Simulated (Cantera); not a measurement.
**Gas-phase reforming**

A perfectly stirred reactor is fed with CH4 : H2O : H2 = 1 : 0.48 : 0.12 (molar parts), at 6.80 bar; it is held at 1925 K, and followed from long to short residence time.

Model: GRI-Mech 3.0 (53 species, 325 reactions), integrated in Cantera. GRI-Mech 3.0 stops at C3 and has no aromatics, soot or wall deposition, so with more carbon than oxygen in the feed, carbon stays in small species such as C2H2 where larger ones or solid carbon would form.

```json
[
 {"τ (s)": "3.3", "x CH4": "0.0279", "x H2O": "0.00158", "x H2": "0.737", "x C2H6": "1.30e-5", "x C2H": "4.33e-7", "x CH3": "0.000239", "x CH2CO": "1.89e-6"},
 {"τ (s)": "1.0", "x CH4": "0.0287", "x H2O": "0.00496", "x H2": "0.734", "x C2H6": "1.35e-5", "x C2H": "4.44e-7", "x CH3": "0.000246", "x CH2CO": "2.53e-6"},
 {"τ (s)": "0.31", "x CH4": "0.0308", "x H2O": "0.0142", "x H2": "0.725", "x C2H6": "1.52e-5", "x C2H": "4.75e-7", "x CH3": "0.000265", "x CH2CO": "4.42e-6"},
 {"τ (s)": "0.095", "x CH4": "0.0361", "x H2O": "0.0355", "x H2": "0.706", "x C2H6": "1.97e-5", "x C2H": "5.44e-7", "x CH3": "0.000314", "x CH2CO": "9.47e-6"},
 {"τ (s)": "0.029", "x CH4": "0.0474", "x H2O": "0.0726", "x H2": "0.670", "x C2H6": "3.14e-5", "x C2H": "6.62e-7", "x CH3": "0.000419", "x CH2CO": "2.05e-5"},
 {"τ (s)": "0.0090", "x CH4": "0.0684", "x H2O": "0.120", "x H2": "0.619", "x C2H6": "6.21e-5", "x C2H": "7.97e-7", "x CH3": "0.000618", "x CH2CO": "3.78e-5"},
 {"τ (s)": "0.0027", "x CH4": "0.108", "x H2O": "0.167", "x H2": "0.554", "x C2H6": "0.000152", "x C2H": "8.80e-7", "x CH3": "0.000991", "x CH2CO": "5.56e-5"},
 {"τ (s)": "0.00084", "x CH4": "0.173", "x H2O": "0.202", "x H2": "0.479", "x C2H6": "0.000400", "x C2H": "8.40e-7", "x CH3": "0.00161", "x CH2CO": "6.36e-5"},
 {"τ (s)": "0.00026", "x CH4": "0.269", "x H2O": "0.231", "x H2": "0.385", "x C2H6": "0.00102", "x C2H": "6.76e-7", "x CH3": "0.00254", "x CH2CO": "5.80e-5"}
]
```
x: mole fraction; the columns are a selection and need not sum to one.
